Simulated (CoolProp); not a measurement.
A single-stage vapour-compression cycle with propylene: evaporating at 199.15 K (dew point), condensing at 249.15 K (bubble point), superheat 10 K, subcooling 0 K, compressor efficiency 0.75, no pressure losses. Each further row changes one setting.

Values from CoolProp's reference Helmholtz-energy equation of state, Lemmon 2013.

```json
[
 {"case": "as stated", "cooling COP": "2.43", "pressure ratio": "10.4", "discharge temperature (K)": "319.9", "refrigerating effect (kJ/kg)": "369", "volumetric capacity (kJ/m³)": "230"},
 {"case": "evaporating temperature 204.15 K", "cooling COP": "2.83", "pressure ratio": "7.77", "discharge temperature (K)": "(withheld)", "refrigerating effect (kJ/kg)": "375", "volumetric capacity (kJ/m³)": "(withheld)"},
 {"case": "condensing temperature 244.15 K", "cooling COP": "2.76", "pressure ratio": "8.65", "discharge temperature (K)": "310.8", "refrigerating effect (kJ/kg)": "381", "volumetric capacity (kJ/m³)": "237"},
 {"case": "subcooling 5 K", "cooling COP": "2.51", "pressure ratio": "10.4", "discharge temperature (K)": "319.9", "refrigerating effect (kJ/kg)": "381", "volumetric capacity (kJ/m³)": "237"},
 {"case": "superheat 20 K", "cooling COP": "2.40", "pressure ratio": "10.4", "discharge temperature (K)": "(withheld)", "refrigerating effect (kJ/kg)": "(withheld)", "volumetric capacity (kJ/m³)": "226"},
 {"case": "compressor efficiency 0.65", "cooling COP": "2.11", "pressure ratio": "10.4", "discharge temperature (K)": "333.9", "refrigerating effect (kJ/kg)": "369", "volumetric capacity (kJ/m³)": "230"}
]
```

### Question
Fill in the missing entries.

### Answer

- evaporating temperature 204.15 K, discharge temperature (K): 311.6
- evaporating temperature 204.15 K, volumetric capacity (kJ/m³): 306
- superheat 20 K, discharge temperature (K): 331.5
- superheat 20 K, refrigerating effect (kJ/kg): 382
